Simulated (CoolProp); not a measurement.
Properties of CHF3 (R23) along the isobar 4.21 bar (Tc = 299.3 K, pc = 48.32 bar, ω = 0.263).

The numbers come from the reference Helmholtz-energy equation of state, Penoncello 2003 in CoolProp.

| T (K) | phase | Z | cv (kJ/(kg K)) | speed of sound (m/s) | Joule-Thomson coefficient (K/MPa) | conductivity (mW/(m K)) | Prandtl number |
|---|---|---|---|---|---|---|---|
| 138.9 | liquid | 0.01563 | 0.7317 | 1119 | -0.3643 | 207 | 5.54 |
| 150.6 | liquid | 0.01478 | 0.7227 | 1050 | -0.3526 | 185 | 4.50 |
| 162.4 | liquid | 0.01407 | 0.7178 | 982.2 | -0.3373 | 166 | 3.79 |
| 174.1 | liquid | 0.01349 | 0.7152 | 917.4 | -0.3177 | 152 | 3.30 |
| 185.9 | liquid | 0.01301 | 0.7144 | 853.2 | -0.2916 | 140 | 2.93 |
| 197.6 | liquid | 0.01262 | 0.7156 | 789.7 | -0.2574 | 130 | 2.66 |
| 209.4 | liquid | 0.01232 | 0.7189 | 724.9 | -0.2113 | 120 | 2.45 |
| 221.1 | gas | 0.8962 | 0.6184 | 168.0 | 35.68 | 10.1 | 0.925 |
| 232.9 | gas | 0.9174 | 0.5903 | 174.5 | 29.26 | 10.7 | 0.853 |
| 244.6 | gas | 0.9323 | 0.5823 | 180.2 | 24.45 | 11.3 | 0.820 |
| 256.4 | gas | 0.9435 | 0.5844 | 185.3 | 20.75 | 11.9 | 0.805 |
| 268.1 | gas | 0.9522 | 0.5920 | 190.1 | 17.88 | 12.5 | 0.800 |

Viscosity comes from a separate model (Shan 2000). Thermal conductivity comes from a separate model (Shan 2000).
